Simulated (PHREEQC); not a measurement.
Make-up at 25 °C: 0.0032 mol NaHSO4, 0.00063 mol AlCl3 and 6e-05 mol KF per kg of water. It is in equilibrium with CO2 at log p = -1 (atm). Otherwise closed; pH follows from the charge balance.

All values are PHREEQC results (ion-association model, phreeqc.dat), not measurements.

```
Property                   Result
----------------  ---------------
pH                           2.60
ionic strength    0.00987 mol/kgw
total alkalinity     -3.20 meq/kg
```

```json
[
 {"species": "CO2", "molality": "0.00339", "activity": "0.00340", "log γ": "0.001"},
 {"species": "Na+", "molality": "0.00317", "activity": "0.00287", "log γ": "-0.044"},
 {"species": "H+", "molality": "0.00278", "activity": "0.00254", "log γ": "-0.039"},
 {"species": "SO4-2", "molality": "0.00232", "activity": "0.00155", "log γ": "-0.175"},
 {"species": "Cl-", "molality": "0.00189", "activity": "0.00170", "log γ": "-0.045"},
 {"species": "HSO4-", "molality": "0.000425", "activity": "0.000383", "log γ": "-0.045"},
 {"species": "AlSO4+", "molality": "0.000390", "activity": "0.000352", "log γ": "-0.044"},
 {"species": "Al+3", "molality": "0.000162", "activity": "7.18e-5", "log γ": "-0.352"},
 {"species": "K+", "molality": "5.94e-5", "activity": "5.35e-5", "log γ": "-0.045"},
 {"species": "AlF+2", "molality": "5.74e-5", "activity": "3.86e-5", "log γ": "-0.172"},
 {"species": "NaSO4-", "molality": "2.47e-5", "activity": "2.23e-5", "log γ": "-0.043"},
 {"species": "Al(SO4)2-", "molality": "1.92e-5", "activity": "1.73e-5", "log γ": "-0.044"},
 {"species": "AlF2+", "molality": "1.15e-6", "activity": "1.04e-6", "log γ": "-0.043"},
 {"species": "HCO3-", "molality": "6.58e-7", "activity": "5.96e-7", "log γ": "-0.043"},
 {"species": "KSO4-", "molality": "6.44e-7", "activity": "5.84e-7", "log γ": "-0.043"},
 {"species": "AlOH+2", "molality": "4.18e-7", "activity": "2.81e-7", "log γ": "-0.172"}
]
```

This is a speciation only: nothing precipitates in the calculation. Fluoro complexes past AlF4- and FeF3 are missing from the database.
